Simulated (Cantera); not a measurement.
A closed system holds: 1 mol CH₂F₂, 14 mol H₂, held at 2427 °C and 0.133 bar.

Method: chemical equilibrium by Gibbs-energy minimisation in Cantera with the NASA 1993 tables (ideal gas, pure condensed phases). Candidate condensed phases: C, C₆H₆, C₇H₈, C₈H₁₈; 95 gas species. Equilibrium is a limit: real reactors are often held back by kinetics, nucleation or transport.

Base state: H₂ 0.732, H 0.133, HF 0.117, C₂H₂ (acetylene) 0.0173, C₂H 0.000333, C₄H₂ 0.000169, F 7.17e-5, C₃ 6.60e-5 (mole fractions); condensed: C(graphite).

Problem. What changes in the equilibrium state with this change: CH₂F₂ replaced by C₂F₆?

Solution. 
| species | before | after |
|---|---|---|
| H₂ | 0.732 | 0.540 |
| HF | 0.117 | 0.332 |
| H | 0.133 | 0.114 |
| C₂H₂ (acetylene) | 0.0173 | 0.0127 |
| F | 7.17e-5 | 0.000238 |
| CF | 4.13e-6 | 1.37e-5 |
| CH₃ | 2.49e-5 | 1.57e-5 |
| C₄H₂ | 0.000169 | 0.000125 |
| C₂H₂ (vinylidene) | 2.51e-5 | 1.85e-5 |
| C(graphite), mol | 0.379 | 1.52 |
The feed counts by its element totals alone.
